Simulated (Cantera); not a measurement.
## Silicon carbide growth: SiH₂Cl₂ + C₃H₈ + H₂

A closed system holds: 1 mol SiH₂Cl₂, 0.24 mol C₃H₈, a varied amount of H₂, held at 2150 K and 1.00 bar.

Equilibrium computed with Cantera from the NASA thermochemical tables; the gas is ideal and each condensed phase is pure. Candidate condensed phases: C, C₆H₆, C₇H₈, C₈H₁₈, Si, SiC; 109 gas species. Mutual solubility and eutectic melting of coexisting phases are not modelled. The tables' values for SiCl₃, SiCl are old estimates; treat these amounts as uncertain. Gases not in the tables: Si₂H₆ and higher silanes. Kinetics and transport are ignored.

| n(H₂) (mol) | x H₂ | x HCl | x SiCl₂ | x H | x Cl | x SiCl₃ | x SiCl | x SiH₂ | n SiC(s) | n Si(l) |
|---|---|---|---|---|---|---|---|---|---|---|
| 11 | 0.872 | 0.103 | 0.0190 | 0.00394 | 0.000341 | 0.000296 | 0.000289 | 0.000157 | 0.719 | 0 |
| 20 | 0.918 | 0.0665 | 0.00979 | 0.00404 | 0.000214 | 9.57e-5 | 0.000236 | 0.000215 | 0.718 | 0.0349 |
| 34 | 0.946 | 0.0449 | 0.00433 | 0.00410 | 0.000143 | 2.82e-5 | 0.000157 | 0.000222 | 0.717 | 0.0932 |
| 59 | 0.965 | 0.0286 | 0.00172 | 0.00414 | 8.97e-5 | 7.02e-6 | 9.90e-5 | 0.000226 | 0.716 | 0.134 |
| 100 | 0.977 | 0.0179 | 0.000667 | 0.00417 | 5.60e-5 | 1.70e-6 | 6.17e-5 | 0.000229 | 0.713 | 0.150 |
| 180 | 0.985 | 0.0104 | 0.000223 | 0.00418 | 3.23e-5 | 3.28e-7 | 3.57e-5 | 0.000231 | 0.707 | 0.136 |
| 300 | 0.989 | 0.00638 | 8.35e-5 | 0.00419 | 1.98e-5 | 7.54e-8 | 2.18e-5 | 0.000232 | 0.698 | 0.0882 |
| 530 | 0.991 | 0.00367 | 2.60e-5 | 0.00420 | 1.14e-5 | 1.35e-8 | 1.18e-5 | 0.000219 | 0.678 | 0 |
| 910 | 0.993 | 0.00216 | 6.59e-6 | 0.00420 | 6.69e-6 | 2.01e-9 | 5.10e-6 | 0.000161 | 0.612 | 0 |
x: gas mole fraction; n: condensed amount in mol.

At 11 mol H₂ the condensed part is SiC(s). From 20 mol H₂ to 300 mol H₂ the condensed part is Si(l) + SiC(s). From 530 mol H₂ to 910 mol H₂ the condensed part is SiC(s). The main Si-bearing gas is SiCl₂ at 11 mol H₂ and SiH₂ at 910 mol H₂. The share of Si in condensed phases is highest at 100 mol H₂ (86.3 %) and lowest at 910 mol H₂ (61.2 %).
